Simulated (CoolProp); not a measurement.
Vapour-liquid equilibrium of fluoroethane (R161) (1) + R1234yf (2) at 288.3 K; x and y are mole fractions of (1).

Values from CoolProp's multi-fluid Helmholtz-energy mixture model, Wu 2012 and Lemmon 2022; pair parameters Bell 2016.

| x | bubble pressure (bar) | y at the bubble point | dew pressure at overall composition x (bar) | liquid density (mol/L) |
|---|---|---|---|---|
| 0.05 | 5.248 | 0.068 | 5.215 | ? |
| 0.15 | ? | 0.196 | 5.399 | 10.45 |
| 0.25 | 5.714 | 0.313 | 5.590 | 10.86 |
| 0.35 | 5.930 | 0.420 | 5.789 | 11.30 |
| 0.45 | 6.134 | ? | 5.991 | 11.78 |
| 0.55 | 6.324 | 0.613 | 6.196 | 12.29 |
| 0.65 | ? | 0.702 | 6.397 | ? |
| 0.75 | 6.661 | 0.788 | 6.590 | ? |
| 0.85 | ? | 0.873 | 6.769 | ? |
| 0.95 | 6.937 | 0.957 | 6.927 | 14.83 |

Task: Fill in the missing entries.

Result: 
- 0.05, liquid density (mol/L): 10.06
- 0.15, bubble pressure (bar): 5.486
- 0.45, y at the bubble point: 0.520
- 0.65, bubble pressure (bar): 6.499
- 0.65, liquid density (mol/L): 12.85
- 0.75, liquid density (mol/L): 13.46
- 0.85, bubble pressure (bar): 6.807
- 0.85, liquid density (mol/L): 14.11

No azeotrope shows between x = 0.05 and 0.95.

Pair parameters are fitted to limited data, so mixtures are less certain than the pure fluids.
